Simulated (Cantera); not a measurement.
**Stirred combustor or abatement burner**

A perfectly stirred reactor is fed with CO : H2 : CH4 : O2 : N2 = 1 : 0.69 : 0.068 : 1.96 : 7.38 (molar parts), equivalence ratio 0.50, at 0.940 bar; it is adiabatic with a 675 K inlet, and is followed from long to short residence time, starting on the burning branch (τ in s: 0.059, 0.033, 0.019, 0.011, 0.006, 0.0034, 0.0019, 0.0011, 0.00061, 0.00035, 0.0002, 0.00011, 6.3e-05).

Detailed kinetics in Cantera: GRI-Mech 3.0 (53 species, 325 reactions).

```csv
τ (s),T (K),x CO,x H2,x CH4,x C2H2,x H
0.059,1972,0.00155,0.000235,7.29e-7,<1e-12,7.60e-5
0.033,1963,0.00218,0.000331,1.06e-6,1.35e-12,0.000128
0.019,1951,0.00304,0.000461,1.49e-6,1.73e-12,0.000213
0.011,1935,0.00419,0.000639,2.08e-6,2.15e-12,0.000353
0.0060,1912,0.00590,0.000908,3.05e-6,2.71e-12,0.000614
0.0034,1883,0.00800,0.00124,4.41e-6,3.40e-12,0.00101
0.0019,1844,0.0107,0.00168,6.57e-6,4.42e-12,0.00165
0.0011,1799,0.0139,0.00218,9.83e-6,5.97e-12,0.00254
0.00061,1739,0.0182,0.00281,1.59e-5,9.06e-12,0.00388
0.00035,1669,0.0235,0.00349,2.66e-5,1.53e-11,0.00550
0.00020,1582,0.0312,0.00432,4.98e-5,3.17e-11,0.00724
0.00011,1460,0.0448,0.00583,0.000122,1.02e-10,0.00843
6.3e-5,1286,0.0660,0.0116,0.000485,8.17e-10,0.00717
```
x: mole fraction; the columns are a selection and need not sum to one.
